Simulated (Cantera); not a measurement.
Silicon oxide and oxynitride deposition: SiF₄ + NO + H₂

Input: 1 mol SiF₄, a varied amount of NO, 5.7 mol H₂, held at 1198 K and 75.0 Torr.

Method: chemical equilibrium by Gibbs-energy minimisation in Cantera with the NASA 1993 tables (ideal gas, pure condensed phases). Candidate condensed phases: H₂O, Si, SiO₂, Si₂N₂O, Si₃N₄; 58 gas species. The tables hold silica as quartz up to 1696 K and as liquid above; real silica turns to tridymite and cristobalite and melts near 1996 K. The numbers say what is thermodynamically allowed, not how fast it happens.

From 1.2 mol NO to 15 mol NO the condensed part is SiO₂(β-quartz). The main Si-bearing gas is SiF₄ throughout. The share of Si in condensed phases is highest at 15 mol NO (95.9 %) and lowest at 1.2 mol NO (43.4 %).

```json
[
 {"n(NO) (mol)": "1.2", "x H₂": "0.582", "x N₂": "0.0776", "x H₂O": "0.0429", "x HF": "0.225", "x O₂": "<1e-12", "x SiF₄": "0.0732", "n SiO₂(β-quartz)": "0.434"},
 {"n(NO) (mol)": "2.3", "x H₂": "0.399", "x N₂": "0.135", "x H₂O": "0.114", "x HF": "0.313", "x O₂": "<1e-12", "x SiF₄": "0.0392", "n SiO₂(β-quartz)": "0.666"},
 {"n(NO) (mol)": "3.5", "x H₂": "0.237", "x N₂": "0.189", "x H₂O": "0.202", "x HF": "0.352", "x O₂": "<1e-12", "x SiF₄": "0.0199", "n SiO₂(β-quartz)": "0.815"},
 {"n(NO) (mol)": "4.6", "x H₂": "0.111", "x N₂": "0.233", "x H₂O": "0.285", "x HF": "0.360", "x O₂": "<1e-12", "x SiF₄": "0.0110", "n SiO₂(β-quartz)": "0.891"},
 {"n(NO) (mol)": "5.8", "x H₂": "2.03e-7", "x N₂": "0.274", "x H₂O": "0.362", "x HF": "0.353", "x O₂": "0.00471", "x SiF₄": "0.00626", "n SiO₂(β-quartz)": "0.934"},
 {"n(NO) (mol)": "6.9", "x H₂": "5.57e-8", "x N₂": "0.295", "x H₂O": "0.327", "x HF": "0.321", "x O₂": "0.0513", "x SiF₄": "0.00527", "n SiO₂(β-quartz)": "0.938"},
 {"n(NO) (mol)": "8.1", "x H₂": "3.74e-8", "x N₂": "0.314", "x H₂O": "0.296", "x HF": "0.293", "x O₂": "0.0930", "x SiF₄": "0.00443", "n SiO₂(β-quartz)": "0.943"},
 {"n(NO) (mol)": "9.3", "x H₂": "2.91e-8", "x N₂": "0.330", "x H₂O": "0.270", "x HF": "0.269", "x O₂": "0.128", "x SiF₄": "0.00378", "n SiO₂(β-quartz)": "0.947"},
 {"n(NO) (mol)": "10", "x H₂": "2.60e-8", "x N₂": "0.338", "x H₂O": "0.257", "x HF": "0.256", "x O₂": "0.145", "x SiF₄": "0.00347", "n SiO₂(β-quartz)": "0.949"},
 {"n(NO) (mol)": "12", "x H₂": "2.01e-8", "x N₂": "0.357", "x H₂O": "0.226", "x HF": "0.227", "x O₂": "0.187", "x SiF₄": "0.00276", "n SiO₂(β-quartz)": "0.954"},
 {"n(NO) (mol)": "13", "x H₂": "1.81e-8", "x N₂": "0.365", "x H₂O": "0.213", "x HF": "0.215", "x O₂": "0.205", "x SiF₄": "0.00249", "n SiO₂(β-quartz)": "0.956"},
 {"n(NO) (mol)": "14", "x H₂": "1.65e-8", "x N₂": "0.372", "x H₂O": "0.201", "x HF": "0.204", "x O₂": "0.221", "x SiF₄": "0.00225", "n SiO₂(β-quartz)": "0.958"},
 {"n(NO) (mol)": "15", "x H₂": "1.52e-8", "x N₂": "0.379", "x H₂O": "0.191", "x HF": "0.194", "x O₂": "0.235", "x SiF₄": "0.00205", "n SiO₂(β-quartz)": "0.959"}
]
```
x: gas mole fraction; n: condensed amount in mol.
